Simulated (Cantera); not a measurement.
Mixture: CH4 : H2 : O2 : N2 : H2O = 1 : 0.037 : 1.83 : 6.61 : 1.4 (molar parts), at 150000 Pa, adiabatic and at constant volume. Ignition delay is the time to a rise of 400 K.

Model: GRI-Mech 3.0 (53 species, 325 reactions), integrated in Cantera.

### Question
Predict: delay at 1100 K; delay at 1175 K; delay at 1250 K; delay at 1325 K; delay at 1400 K; apparent activation energy between 1250 and 1400 K.

### Answer
| Item | Value |
|---|---|
| delay at 1100 K | 76.9 ms |
| delay at 1175 K | 33.2 ms |
| delay at 1250 K | 14.1 ms |
| delay at 1325 K | 6.03 ms |
| delay at 1400 K | 2.62 ms |
| apparent activation energy between 1250 and 1400 K | 160 kJ/mol |
